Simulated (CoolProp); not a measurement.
The numbers come from the reference Helmholtz-energy equation of state, Lemmon 2006 in CoolProp. It is a short technical equation, of lower accuracy than the large ones.

Problem. Give the vapour pressure (bar), liquid density (kg/m³), surface tension (mN/m) of saturated acetone at 246.2, 323.3, 352.2 K.

Solution. 
```json
[
 {"T (K)": "246.2", "p (bar)": "0.0185", "liquid density (kg/m³)": "841", "surface tension (mN/m)": "29.3"},
 {"T (K)": "323.3", "p (bar)": "0.824", "liquid density (kg/m³)": "756", "surface tension (mN/m)": "19.6"},
 {"T (K)": "352.2", "p (bar)": "2.10", "liquid density (kg/m³)": "721", "surface tension (mN/m)": "16.1"}
]
```

Surface tension comes from a separate correlation (Mulero 2012).
